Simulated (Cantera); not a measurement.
## Premixed flame

A freely propagating, adiabatic, planar premixed flame of 53.2 % H₂, 9.84 % O₂, 37.0 % N₂, equivalence ratio 2.7, unburnt at 300 K and 0.840 bar; unity-Lewis-number transport, grid criteria slope 0.08 and curve 0.16, no radiation.

Computed with Cantera and the H2/O2 subset of GRI-Mech 3.0, which has no nitrogen chemistry. Unity Lewis numbers drop preferential diffusion, which matters most where H2 and H carry the flame. Burning velocities carry a grid error of a few per cent, more on coarse grids.

| z (mm) | T (K) | u (m/s) | x H₂ | x O₂ | x O | x H | x H₂O | x HO₂ |
|---|---|---|---|---|---|---|---|---|
| -1.45 | 300 | 1.49 | 0.532 | 0.0984 | <1e-8 | <1e-8 | 4.28e-7 | <1e-8 |
| -0.964 | 300 | 1.49 | 0.532 | 0.0983 | <1e-8 | <1e-8 | 7.14e-6 | 6.38e-8 |
| -0.723 | 300 | 1.49 | 0.532 | 0.0983 | <1e-8 | <1e-8 | 5.06e-5 | 4.53e-7 |
| -0.482 | 305 | 1.52 | 0.531 | 0.0981 | 5.19e-8 | <1e-8 | 0.000621 | 5.68e-6 |
| -0.241 | 431 | 2.12 | 0.520 | 0.0909 | 7.28e-6 | 1.55e-5 | 0.0160 | 0.000183 |
| -0.121 | 750 | 3.63 | 0.486 | 0.0713 | 0.000114 | 0.00325 | 0.0590 | 0.000145 |
| 0 | 1102 | 5.21 | 0.420 | 0.0398 | 0.000628 | 0.0244 | 0.126 | 4.58e-5 |
| 0.121 | 1323 | 6.17 | 0.360 | 0.0136 | 0.000727 | 0.0502 | 0.181 | 1.30e-5 |
| 0.241 | 1434 | 6.64 | 0.339 | 0.00342 | 0.000344 | 0.0567 | 0.203 | 2.99e-6 |
| 0.482 | 1538 | 7.06 | 0.339 | 0.000259 | 0.000130 | 0.0482 | 0.211 | 2.07e-7 |
| 0.964 | 1631 | 7.43 | 0.348 | 2.28e-5 | 7.27e-5 | 0.0343 | 0.213 | 2.18e-8 |
| 1.93 | 1706 | 7.73 | 0.356 | 9.90e-6 | 3.60e-5 | 0.0225 | 0.215 | 1.07e-8 |
| 3.86 | 1761 | 7.94 | 0.362 | 4.00e-6 | 1.47e-5 | 0.0138 | 0.216 | <1e-8 |
x: mole fraction of selected species; z is measured from the peak of heat release.

| Property | Value |
|---|---|
| laminar burning velocity | 149 cm/s |
| thermal thickness | 0.482 mm |
| peak x(O) | 0.000818 |
| peak x(H) | 0.0568 |
| peak x(HO₂) | 0.000249 |
| grid points | 111 |
